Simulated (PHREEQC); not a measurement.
0.2 mol of Gypsum (CaSO4:2H2O) is brought to equilibrium with 1 kg of water, with rising amounts of MgSO4, at 80 °C. Oxygen is held at 0.21 atm. No CO2 enters from the air. Only these solids could form: Gypsum.

All values are PHREEQC results (ion-association model, phreeqc.dat), not measurements.

```tsv
MgSO4 added (mol)	dissolved Ca (mol/kgw)	MgSO4 (mol/kgw)	SO4-2 (mol/kgw)
0	0.0136	0	0.00904
0.0833	0.0103	0.0593	[?]
0.125	[?]	[?]	0.0393
0.167	0.00950	0.124	0.0483
0.25	0.00902	0.189	0.0652
0.333	0.00869	0.256	0.0811
0.375	[?]	[?]	0.0889
0.417	0.00842	0.325	0.0964
0.5	0.00819	0.393	0.111
```

Problem. Fill in the missing entries.

Solution. 
- 0.0833, SO4-2 (mol/kgw): 0.0299
- 0.125, dissolved Ca (mol/kgw): 0.00984
- 0.125, MgSO4 (mol/kgw): 0.0911
- 0.375, dissolved Ca (mol/kgw): 0.00855
- 0.375, MgSO4 (mol/kgw): 0.290

Species that the database lacks are ignored. At this temperature some constants are extrapolated from 25 °C, and those without enthalpy data are left unchanged.
